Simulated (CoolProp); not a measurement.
A closed Brayton cycle with nitrogen: compressor inlet 323.15 K and 0.88 MPa, high pressure 1.98 MPa, turbine inlet 635 K, compressor efficiency 0.85, turbine efficiency 0.85, recuperator effectiveness 0.95 (on enthalpy, no pinch check). Each further row changes one setting.

Model: reference Helmholtz-energy equation of state, Span 2000, in CoolProp.

```csv
case,thermal efficiency (%),net work (kJ/kg),compressor to turbine work,compressor exit (K),turbine exit (K)
as stated,11.1,13.7,0.88,422.3,526.1
turbine inlet 585 K,3.9,[?],[?],422.3,483.9
compressor inlet 333.15 K,8.6,[?],0.91,435.3,526.1
high pressure 1.68 MPa,[?],[?],[?],[?],546.4
recuperator effectiveness 0.5,[?],13.7,0.88,422.3,526.1
```

### Question
Fill in the missing entries.

### Answer

- turbine inlet 585 K, net work (kJ/kg): 4.39
- turbine inlet 585 K, compressor to turbine work: 0.96
- compressor inlet 333.15 K, net work (kJ/kg): 10.5
- high pressure 1.68 MPa, thermal efficiency (%): 14.5
- high pressure 1.68 MPa, net work (kJ/kg): 15.0
- high pressure 1.68 MPa, compressor to turbine work: 0.84
- high pressure 1.68 MPa, compressor exit (K): 400.3
- recuperator effectiveness 0.5, thermal efficiency (%): 7.9
